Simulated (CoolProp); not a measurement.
Sulfur dioxide along the isotherm 459.9 K: fugacity coefficient from the reference equation and from simpler models built on Tc = 430.6 K, pc = 7.887 MPa, ω = 0.256; each cubic takes its own stable root.

Computed with CoolProp (reference Helmholtz-energy equation of state, Gao 2016).

| p (MPa) | phase | reference |
|---|---|---|
| 0.111 | gas | 0.9961 |
| 0.252 | gas | 0.9912 |
| 0.573 | gas | 0.9801 |
| 1.3 | gas | 0.9550 |
| 2.97 | gas | 0.8983 |
| 6.76 | gas | 0.7732 |
| 15.4 | supercritical | 0.5118 |
| 35 | supercritical | 0.3237 |

Q: How far does each simpler model (van der Waals, Redlich-Kwong, Soave-Redlich-Kwong, Peng-Robinson) lie from the reference over these 8 states: mean and median of the absolute difference, and the worst?

A: 
- van der Waals: mean 2.6 %, median 0.6 %, worst +15.8 % at 459.9 K and 35 MPa
- Redlich-Kwong: mean 0.7 %, median 0.1 %, worst +4.6 % at 459.9 K and 35 MPa
- Soave-Redlich-Kwong: mean 1.8 %, median 0.1 %, worst +10.1 % at 459.9 K and 35 MPa
- Peng-Robinson: mean 0.8 %, median 0.5 %, worst -2.3 % at 459.9 K and 6.76 MPa
